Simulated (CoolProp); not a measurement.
Vapour-liquid equilibrium of R143a (1) + propane (2) at 241 K; x and y are mole fractions of (1).

Model: multi-fluid Helmholtz-energy mixture model, Lemmon and Jacobsen 2000 and Lemmon 2009; pair parameters Bell 2016, in CoolProp.

```
x     bubble pressure (bar)  y at the bubble point  dew pressure at overall composition x (bar)  liquid density (mol/L)
----  ---------------------  ---------------------  -------------------------------------------  ----------------------
0.05                  1.839             (withheld)                                        1.610              (withheld)
0.2                   2.295                  0.413                                        1.853                   12.79
0.35             (withheld)                  0.494                                        2.156                   12.76
0.5              (withheld)                  0.546                                        2.461              (withheld)
0.65                  2.503                  0.603                                        2.466                   12.89
0.8                   2.413             (withheld)                                        2.262                   13.06
0.95                  2.134                  0.885                                        2.039                   13.29
```

### Question
Fill in the missing entries.

### Answer

- 0.05, y at the bubble point: 0.192
- 0.05, liquid density (mol/L): 12.87
- 0.35, bubble pressure (bar): 2.452
- 0.5, bubble pressure (bar): 2.506
- 0.5, liquid density (mol/L): 12.80
- 0.8, y at the bubble point: 0.695

y crosses x between x = 0.5 and 0.65: the model has an azeotrope there.

Pair parameters are fitted to limited data, so mixtures are less certain than the pure fluids.
